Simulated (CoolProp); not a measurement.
A closed Brayton cycle with carbon dioxide: compressor inlet 327.15 K and 8.6 MPa, high pressure 15.8 MPa, turbine inlet 725 K, compressor efficiency 0.8, turbine efficiency 0.85, recuperator effectiveness 0 (on enthalpy, no pinch check). Each further row changes one setting.

The numbers come from the reference Helmholtz-energy equation of state, Span 1996 in CoolProp.

```csv
case,thermal efficiency (%),net work (kJ/kg),compressor to turbine work,compressor exit (K),turbine exit (K)
as stated,8.1,36.6,0.46,378.0,660.2
turbine inlet 675 K,7.9,31.2,0.50,378.0,612.6
compressor inlet 337.15 K,7.6,32.4,0.52,391.9,660.2
high pressure 13.4 MPa,6.1,28.1,0.43,363.9,677.5
recuperator effectiveness 0.5,12.7,36.6,0.46,378.0,660.2
```
